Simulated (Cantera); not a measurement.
# Thermodynamics of silicon epitaxy and polysilicon growth, feed SiHCl₃ + HCl + N₂

A closed system holds: 1 mol SiHCl₃, 0.71 mol HCl, a varied amount of N₂, at 1102 °C and 101000 Pa.

These are equilibrium values from Cantera (NASA tables, ideal gas, pure condensed phases), not measurements of a reactor. Candidate condensed phases: NH₄Cl, Si, Si₃N₄; 28 gas species. N₂ is the only nitrogen source here; it is nearly inert below about 1500 K, so the nitride shown seldom forms there in practice. The tables' values for SiCl₃ are old estimates; treat these amounts as uncertain. Kinetics and transport are ignored.

From 4.3 mol N₂ to 230 mol N₂ the condensed part is Si₃N₄(s). The main Si-bearing gas is SiCl₄ throughout. The share of Si in condensed phases is highest at 230 mol N₂ (44.0 %) and lowest at 4.3 mol N₂ (35.5 %).

```tsv
n(N₂) (mol)	log p N₂	log p HCl	log p SiCl₄	log p H₂	log p SiCl₃	log p SiHCl₃	log p SiCl₂	log p SiH₂Cl₂	n Si₃N₄(s)
4.3	-0.17	-0.71	-1.00	-1.36	-2.41	-2.84	-3.15	-5.51	0.118
6.4	-0.12	-0.82	-1.14	-1.53	-2.52	-3.04	-3.24	-5.77	0.123
9.5	-0.08	-0.95	-1.28	-1.71	-2.64	-3.25	-3.32	-6.04	0.126
14	-0.06	-1.08	-1.44	-1.90	-2.76	-3.46	-3.41	-6.32	0.130
21	-0.04	-1.22	-1.61	-2.12	-2.89	-3.70	-3.50	-6.62	0.133
31	-0.02	-1.36	-1.77	-2.33	-3.01	-3.93	-3.59	-6.92	0.137
47	-0.01	-1.52	-1.96	-2.56	-3.15	-4.18	-3.68	-7.24	0.139
69	-0.01	-1.68	-2.13	-2.78	-3.28	-4.42	-3.77	-7.55	0.142
100	0.00	-1.83	-2.29	-2.99	-3.41	-4.66	-3.86	-7.85	0.144
150	0.00	-1.99	-2.48	-3.23	-3.54	-4.91	-3.95	-8.18	0.145
230	0.00	-2.17	-2.67	-3.49	-3.69	-5.19	-4.05	-8.54	0.147
```
log p: log10 of the partial pressure in bar; n: condensed amount in mol.
